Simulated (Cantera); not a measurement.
An adiabatic, constant-volume homogeneous reactor starts with CH₄ : O₂ : N₂ = 1 : 1.67 : 6.27 (molar parts), equivalence ratio 1.2, at 1373 K and 1.00 bar. Integrator tolerance rtol = 1e-08.

Cantera simulation using GRI-Mech 3.0 (53 species, 325 reactions); the numbers are that mechanism's predictions, not measurements.

Task: What does this change do: initial temperature 1373 to 1200 K?

Result: 
```tsv
quantity	before	after
time of steepest temperature rise	4.90 ms	48.0 ms
temperature at 0.600 s	2901 K	2854 K
equilibrium temperature	2901 K	2854 K
x(CH₄) at 0.600 s	<1e-12 (gas-phase equilibrium <1e-12)	<1e-12 (gas-phase equilibrium <1e-12)
x(O₂) at 0.600 s	0.00849 (gas-phase equilibrium 0.00849)	0.00682 (gas-phase equilibrium 0.00682)
x(O) at 0.600 s	0.00491 (gas-phase equilibrium 0.00491)	0.00349 (gas-phase equilibrium 0.00349)
x(CH₃) at 0.600 s	<1e-12 (gas-phase equilibrium <1e-12)	<1e-12 (gas-phase equilibrium <1e-12)
x(CH₂) at 0.600 s	<1e-12 (gas-phase equilibrium <1e-12)	<1e-12 (gas-phase equilibrium <1e-12)
x(NO) at 0.600 s	0.00772 (gas-phase equilibrium 0.00772)	0.00653 (gas-phase equilibrium 0.00653)
```

Task: What does this change do: initial temperature 1373 to 1223 K?

Result: 
| quantity | before | after |
|---|---|---|
| time of steepest temperature rise | 4.90 ms | 34.6 ms |
| temperature at 0.600 s | 2901 K | 2861 K |
| equilibrium temperature | 2901 K | 2861 K |
| x(CH₄) at 0.600 s | <1e-12 (gas-phase equilibrium <1e-12) | <1e-12 (gas-phase equilibrium <1e-12) |
| x(O₂) at 0.600 s | 0.00849 (gas-phase equilibrium 0.00849) | 0.00704 (gas-phase equilibrium 0.00704) |
| x(O) at 0.600 s | 0.00491 (gas-phase equilibrium 0.00491) | 0.00367 (gas-phase equilibrium 0.00367) |
| x(CH₃) at 0.600 s | <1e-12 (gas-phase equilibrium <1e-12) | <1e-12 (gas-phase equilibrium <1e-12) |
| x(CH₂) at 0.600 s | <1e-12 (gas-phase equilibrium <1e-12) | <1e-12 (gas-phase equilibrium <1e-12) |
| x(NO) at 0.600 s | 0.00772 (gas-phase equilibrium 0.00772) | 0.00669 (gas-phase equilibrium 0.00669) |
